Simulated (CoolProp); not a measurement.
Vapour-liquid equilibrium of propane (1) + isobutene (2) at 1.07 MPa; x and y are mole fractions of (1).

Values from CoolProp's multi-fluid Helmholtz-energy mixture model, Lemmon 2009 and Lemmon 2005; pair parameters Bell 2016.

Question: Give the bubble temperature and the first vapour's composition at x = 0.05, 0.35, 0.8. Is there an azeotrope?

Answer: x = 0.05: 69.7 °C, y = 0.112; x = 0.35: 52.6 °C, y = 0.545; x = 0.8: 35.9 °C, y = 0.896. No azeotrope shows between x = 0.05 and 0.95.

Pair parameters are fitted to limited data, so mixtures are less certain than the pure fluids. The gap from Raoult's law changes sign with composition, which may be real or a fault of the pair parameters; it wasn't checked against measurements.
